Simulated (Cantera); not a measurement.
## Si3N4 + Cl2 + N2 (nitride etching)

A closed system holds: 1 mol Si3N4, 30 mol Cl2, 51 mol N2, equilibrated at 10.0 mbar.

Equilibrium computed with Cantera from the NASA thermochemical tables; the gas is ideal and each condensed phase is pure. Candidate condensed phases: Si, Si3N4; 13 gas species. The tables' values for SiCl3 are old estimates; treat these amounts as uncertain. Rates play no part.

From 625 °C to 1525 °C nothing is condensed. The main Si-bearing gas is SiCl4 throughout.

| T (°C) | x N2 | x Cl | x Cl2 | x SiCl4 | x SiCl3 |
|---|---|---|---|---|---|
| 625 | 0.662 | 0.000390 | 0.300 | 0.0375 | 1.15e-11 |
| 700 | 0.662 | 0.00140 | 0.299 | 0.0375 | 1.86e-10 |
| 775 | 0.661 | 0.00420 | 0.297 | 0.0374 | 2.01e-9 |
| 850 | 0.659 | 0.0108 | 0.293 | 0.0373 | 1.58e-8 |
| 925 | 0.654 | 0.0247 | 0.284 | 0.0370 | 9.64e-8 |
| 1000 | 0.646 | 0.0502 | 0.267 | 0.0366 | 4.78e-7 |
| 1075 | 0.632 | 0.0919 | 0.240 | 0.0358 | 2.01e-6 |
| 1150 | 0.612 | 0.152 | 0.201 | 0.0346 | 7.46e-6 |
| 1225 | 0.588 | 0.226 | 0.153 | 0.0332 | 2.53e-5 |
| 1300 | 0.563 | 0.301 | 0.104 | 0.0318 | 8.13e-5 |
| 1375 | 0.542 | 0.364 | 0.0633 | 0.0304 | 0.000252 |
| 1450 | 0.527 | 0.407 | 0.0354 | 0.0291 | 0.000746 |
| 1525 | 0.518 | 0.433 | 0.0192 | 0.0270 | 0.00204 |
x: gas mole fraction; nothing condenses.
